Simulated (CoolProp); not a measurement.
A single-stage vapour-compression cycle with R1224YDZ: evaporating at 281.15 K (dew point), condensing at 332.15 K (bubble point), superheat 0 K, subcooling 0 K, compressor efficiency 0.6, no pressure losses. Each further row changes one setting.

Values from CoolProp's reference Helmholtz-energy equation of state, Akasaka 2023.

```json
[
 {"case": "as stated", "cooling COP": "[?]", "pressure ratio": "5.54", "discharge temperature (K)": "344.1", "refrigerating effect (kJ/kg)": "113", "volumetric capacity (kJ/m³)": "578"},
 {"case": "evaporating temperature 286.15 K", "cooling COP": "[?]", "pressure ratio": "[?]", "discharge temperature (K)": "[?]", "refrigerating effect (kJ/kg)": "[?]", "volumetric capacity (kJ/m³)": "718"},
 {"case": "condensing temperature 327.15 K", "cooling COP": "2.93", "pressure ratio": "4.81", "discharge temperature (K)": "338.8", "refrigerating effect (kJ/kg)": "119", "volumetric capacity (kJ/m³)": "609"},
 {"case": "subcooling 5 K", "cooling COP": "[?]", "pressure ratio": "5.54", "discharge temperature (K)": "344.1", "refrigerating effect (kJ/kg)": "119", "volumetric capacity (kJ/m³)": "609"},
 {"case": "superheat 10 K", "cooling COP": "2.60", "pressure ratio": "5.54", "discharge temperature (K)": "[?]", "refrigerating effect (kJ/kg)": "121", "volumetric capacity (kJ/m³)": "593"},
 {"case": "compressor efficiency 0.5", "cooling COP": "2.13", "pressure ratio": "5.54", "discharge temperature (K)": "353.7", "refrigerating effect (kJ/kg)": "113", "volumetric capacity (kJ/m³)": "578"}
]
```

**Question.** Fill in the missing entries.

**Answer.** 
- as stated, cooling COP: 2.55
- evaporating temperature 286.15 K, cooling COP: 2.96
- evaporating temperature 286.15 K, pressure ratio: 4.53
- evaporating temperature 286.15 K, discharge temperature (K): 342.2
- evaporating temperature 286.15 K, refrigerating effect (kJ/kg): 116
- subcooling 5 K, cooling COP: 2.69
- superheat 10 K, discharge temperature (K): 354.8
